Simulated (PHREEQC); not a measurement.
Make-up at 65 °C: 1 mmol/kgw HF and 79 mmol/kgw NaF. Closed to the air; pH follows from the charge balance.

All values are PHREEQC results (ion-association model, phreeqc.dat), not measurements.

```csv
quantity,before,after
pH,5.40,7.59
ionic strength (mol/kgw),0.0770,0.0770
HF (mol/kgw),0.000745,4.79e-6
HF2- (mol/kgw),0.000251,1.62e-6
```

**Question.** What was changed between the two runs?
A) 0.067 mol/kgw KOH added
B) HF left out
C) NaF left out
D) 0.0013 mol/kgw LiOH added

**Answer.** B, HF left out

This is a speciation only: nothing precipitates in the calculation. Constants without temperature data keep their 25 °C values here.
